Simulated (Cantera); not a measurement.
Input: 1 mol SiO₂, 3.5 mol MgO, 1.1 mol N₂, at 2623 K and 4.60 bar.

Method: chemical equilibrium by Gibbs-energy minimisation in Cantera with the NASA 1993 tables (ideal gas, pure condensed phases). Candidate condensed phases: Mg, MgO, MgSiO₃, Mg₂SiO₄, Si, SiO₂, Si₂N₂O, Si₃N₄; 20 gas species. Mutual solubility and eutectic melting of coexisting phases are not modelled. Condensed phases not in the tables: alloys, solid solutions and most ternary compounds. Rates play no part.

Base state: N₂ 0.997, Mg 0.00105, NO 0.000888, SiO 0.000323, O₂ 0.000164, O 0.000154, MgO 4.87e-5 (mole fractions); condensed: MgO(s) + Mg₂SiO₄(l).

### Question
What changes in the equilibrium state with this change: 0.018 mol H₂O added?

### Answer
```json
[
 {"species": "N₂", "before": "0.997", "after": "0.980"},
 {"species": "H₂O", "before": "0", "after": "0.0124"},
 {"species": "H₂", "before": "0", "after": "0.00249"},
 {"species": "SiO", "before": "0.000323", "after": "0.000169"},
 {"species": "Mg", "before": "0.00105", "after": "0.000549"},
 {"species": "OH", "before": "0", "after": "0.00116"},
 {"species": "H", "before": "0", "after": "0.000980"},
 {"species": "MgOH", "before": "0", "after": "8.06e-5"},
 {"species": "MgO(s), mol", "before": "1.50", "after": "1.50"},
 {"species": "Mg₂SiO₄(l), mol", "before": "1.000", "after": "1.000"}
]
```
Further candidate phases: H₂O, Mg(OH)₂.
